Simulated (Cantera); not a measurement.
An adiabatic, constant-pressure homogeneous reactor starts with 15.2 % CO, 5.47 % H₂, 16.7 % O₂, 62.6 % N₂, equivalence ratio 0.62, at 1725 K and 5.00 bar.

Detailed kinetics in Cantera: GRI-Mech 3.0 (53 species, 325 reactions). The hydrogen kinetics of GRI-Mech 3.0 are dated; newer H2 mechanisms differ, most at raised pressure.

One state of this run: T (K) = 2819; x CO = 0.0357; x H₂ = 0.00198; x O₂ = 0.0716; x NO = 0.0204; x HO₂ = 1.41e-5; x NO₂ = 1.76e-5; x OH = 0.0127. x: mole fraction; the columns are a selection and need not sum to one.

Task: Which value of t (s) does it belong to?
A) 4.31e-5
B) 0.00431
C) 9.28e-6
D) 4.31e-6

Result: B, 0.00431
